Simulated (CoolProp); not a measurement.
The fluoroketone C6F12O (FK-5-1-12) along the isobar 90.9 bar: density (kg/m³) from the reference equation and from simpler models built on Tc = 168.7 °C, pc = 18.69 bar, ω = 0.471; each cubic takes its own stable root.

Values from CoolProp's reference Helmholtz-energy equation of state, McLinden 2015.

```
T (°C)   phase  reference
------  ------  ---------
-72.45  liquid       1889
-44.15  liquid       1817
-15.85  liquid       1746
12.45   liquid       1673
40.75   liquid       1599
69.05   liquid       1523
97.45   liquid       1442
125.75  liquid       1356
```

Q: How far does each simpler model (van der Waals, Redlich-Kwong, Soave-Redlich-Kwong) lie from the reference over these 8 states: mean and median of the absolute difference, and the worst?

A: 
- van der Waals: mean 36.4 %, median 36.7 %, worst -40.4 % at -72.45 °C and 90.9 bar
- Redlich-Kwong: mean 10.9 %, median 10.8 %, worst -13.2 % at -72.45 °C and 90.9 bar
- Soave-Redlich-Kwong: mean 7.7 %, median 7.1 %, worst -10.7 % at -72.45 °C and 90.9 bar
